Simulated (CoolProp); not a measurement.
Vapour pressure (bar) of sulfur dioxide: the reference equation beside estimates from Tc = 157.5 °C, pc = 78.87 bar, ω = 0.256.

Model: reference Helmholtz-energy equation of state, Gao 2016, in CoolProp.

```csv
T (°C),reference,Redlich-Kwong,Soave-Redlich-Kwong,Peng-Robinson
23.05,3.672,5.936,3.666,3.661
31.15,4.794,7.463,4.795,4.774
39.25,6.163,9.254,6.174,6.131
47.25,7.787,11.30,7.815,7.745
55.35,9.743,13.69,9.795,9.690
63.45,12.05,16.40,12.13,11.99
71.45,14.70,19.43,14.82,14.64
79.55,17.81,22.87,17.98,17.75
87.55,21.33,26.65,21.57,21.28
```

Absolute difference from the reference over all 9 rows, mean and median: Redlich-Kwong 41.6 and 40.5 %, Soave-Redlich-Kwong 0.5 and 0.5 %, Peng-Robinson 0.4 and 0.4 %.
